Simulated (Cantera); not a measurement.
A Cantera script and what it prints.

```python
import numpy as np
import cantera as ct

gas_names = """
    H H2 Si SiH SiH2 SiH3 SiH4 Si2 Si3
""".split()
cond_names = """
    Si(cr) Si(L)
""".split()


# ... load() reads the species with a 1 bar reference pressure and builds the phases ...
atoms = {
    'SiH4': {'Si': 1, 'H': 4},
    'H2': {'H': 2},
}
top_T = {}  # K; cautious upper limits of use, not melting points


# ... equilibrate(T, P, feed) seeds the gas with the atoms and calls Mixture.equilibrate('TP', solver="vcs", rtol=1e-11, max_steps=5000) ...
results = []
feed = {'SiH4': 1, 'H2': 4.4}  # mol
P = 210  # Pa
for T in [1648, 1723, 1798, 1873, 1948, 2023, 2098, 2173]:
    mix = equilibrate(T, P, feed)
    results.append((T, P, feed, dict(zip(mix.species_names, mix.species_moles))))

top = {s: max(r[3][s] / sum(r[3][g] for g in gas_names) for r in results) for s in gas_names}
cols = sorted((s for s in top if top[s] > 1e-06), key=lambda s: -top[s])[:9]
seen = [c for c in cond_names if any(r[3].get(c, 0) > 1e-12 for r in results)]
print("log10 of partial pressures in bar; condensed amounts in mol")
print(f"{'T/K':>10s}" + "".join(f"{s[:9]:>10s}" for s in cols + seen))
for T, P, feed, n in results:
    ng = sum(n[g] for g in gas_names)
    print(f"{T:10.4g}" + "".join(f"{np.log10(max(n[s] / ng * P / 1e5, 1e-99)):10.3f}" for s in cols)
          + "".join(f"{n.get(c, 0):10.4g}" for c in seen))
```

It prints:

```
log10 of partial pressures in bar; condensed amounts in mol
       T/K        H2        Si         H       SiH       Si2       Si3      SiH2    Si(cr)     Si(L)
      1648    -2.679    -6.589    -5.390    -7.664    -9.066    -9.691    -7.751    0.9991         0
      1723    -2.680    -6.007    -5.079    -7.189    -8.332    -8.936    -7.450         0    0.9967
      1798    -2.682    -5.511    -4.794    -6.792    -7.732    -8.355    -7.212         0    0.9897
      1873    -2.686    -5.055    -4.533    -6.428    -7.182    -7.822    -6.995         0    0.9708
      1948    -2.694    -4.634    -4.294    -6.095    -6.674    -7.332    -6.800         0    0.9227
      2023    -2.709    -4.245    -4.076    -5.791    -6.206    -6.879    -6.626         0    0.8067
      2098    -2.737    -3.884    -3.880    -5.516    -5.771    -6.460    -6.480         0    0.5338
      2173    -2.786    -3.589    -3.709    -5.313    -5.449    -6.194    -6.408         0         0
```

Cantera equilibrium calculation (NASA polynomials, part measured and part estimated; ideal gas, pure solids and liquids). Gases not in the tables: Si2H6 and higher silanes.
